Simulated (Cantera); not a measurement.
Gas mixture: C2H4 : CH4 : CO : NH3 = 0.96 : 0.65 : 0.66 : 0.14 (molar parts), at 39.0 Pa, frozen composition.

Cantera's kinetic-theory transport with the Lennard-Jones parameters of GRI-Mech 3.0, ideal gas; thermal conductivity in the multicomponent form. Polar gases are described roughly by these parameters. The composition is frozen, though it would react at the higher temperatures.

One state of this run: ρ (kg/m³) = 9.86e-5; cp (J/kg/K) = 3065; μ (µPa s) = 35.1; λ (mW/m/K) = 147; Pr = 0.735; D (cm²/s) O = 7680; D (cm²/s) CH4 = 5280; D (cm²/s) NO = 4990. D: mixture-averaged diffusion coefficient of that species in the mixture.

### Question
Which value of T (K) does it belong to?
A) 1300
B) 1150
C) 550
D) 1450

### Answer
B, 1150
